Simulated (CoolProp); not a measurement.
Aqueous potassium carbonate as a coolant, 3 % by mass, freezing at -0.9 °C, 1 atm.

Model: Melinder's fits for secondary coolants, in CoolProp.

| T (°C) | density (kg/m³) | viscosity (mPa s) | cp (kJ/(kg K)) | conductivity (W/(m K)) |
|---|---|---|---|---|
| 1.1 | 1029 | 1.81 | 3.999 | 0.563 |
| 5.8 | 1029 | 1.56 | 3.999 | 0.571 |
| 10.5 | 1028 | 1.36 | 3.999 | 0.580 |
| 15.2 | 1027 | 1.20 | 4.001 | 0.588 |
| 20 | 1026 | 1.07 | 4.004 | 0.596 |
| 24.7 | 1024 | 0.956 | 4.008 | 0.604 |
| 29.4 | 1023 | 0.863 | 4.012 | 0.612 |
| 34.1 | 1021 | 0.783 | 4.017 | 0.619 |
| 38.8 | 1020 | 0.714 | 4.022 | 0.627 |
